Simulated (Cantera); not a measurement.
# Reactions in the system F-H-Mg

Source: NASA polynomial tables (part measured, part estimated), evaluated in Cantera. Values are per mole of reaction as written; species without (g) are pure solids or liquids, kept so even where they would boil at 1 bar.

MgF2 + 2 H(g) ⇌ 2 HF(g) + Mg

| T (K) | ΔH° (kJ) | ΔS° (J/K) | ΔG° (kJ) | log10 K | condensed phases |
|---|---|---|---|---|---|
| 573 | 136.0 | 76.7 | 92.0 | -8.39 | MgF2(s), Mg(s) |
| 673 | 132.9 | 71.8 | 84.6 | -6.57 | MgF2(s), Mg(s) |
| 773 | 129.9 | 67.5 | 77.7 | -5.25 | MgF2(s), Mg(s) |
| 873 | 126.8 | 63.8 | 71.1 | -4.25 | MgF2(s), Mg(s) |
| 973 | 132.4 | 69.8 | 64.4 | -3.46 | MgF2(s), Mg(l) |
| 1073 | 129.6 | 67.1 | 57.6 | -2.80 | MgF2(s), Mg(l) |
| 1173 | 126.9 | 64.7 | 51.0 | -2.27 | MgF2(s), Mg(l) |

Mg + 2 HF(g) ⇌ MgF2 + H2(g)

```json
[
 {"T (K)": "573", "ΔH° (kJ)": "-575.4", "ΔS° (J/K)": "-183.5", "ΔG° (kJ)": "-470.2", "log10 K": "42.86", "condensed phases": "Mg(s), MgF2(s)"},
 {"T (K)": "673", "ΔH° (kJ)": "-573.5", "ΔS° (J/K)": "-180.6", "ΔG° (kJ)": "-452.0", "log10 K": "35.08", "condensed phases": "Mg(s), MgF2(s)"},
 {"T (K)": "773", "ΔH° (kJ)": "-571.7", "ΔS° (J/K)": "-178.0", "ΔG° (kJ)": "-434.1", "log10 K": "29.33", "condensed phases": "Mg(s), MgF2(s)"},
 {"T (K)": "873", "ΔH° (kJ)": "-569.9", "ΔS° (J/K)": "-175.8", "ΔG° (kJ)": "-416.4", "log10 K": "24.91", "condensed phases": "Mg(s), MgF2(s)"},
 {"T (K)": "973", "ΔH° (kJ)": "-576.6", "ΔS° (J/K)": "-183.0", "ΔG° (kJ)": "-398.5", "log10 K": "21.39", "condensed phases": "Mg(l), MgF2(s)"},
 {"T (K)": "1073", "ΔH° (kJ)": "-574.9", "ΔS° (J/K)": "-181.4", "ΔG° (kJ)": "-380.3", "log10 K": "18.51", "condensed phases": "Mg(l), MgF2(s)"},
 {"T (K)": "1173", "ΔH° (kJ)": "-573.3", "ΔS° (J/K)": "-180.0", "ΔG° (kJ)": "-362.2", "log10 K": "16.13", "condensed phases": "Mg(l), MgF2(s)"}
]
```
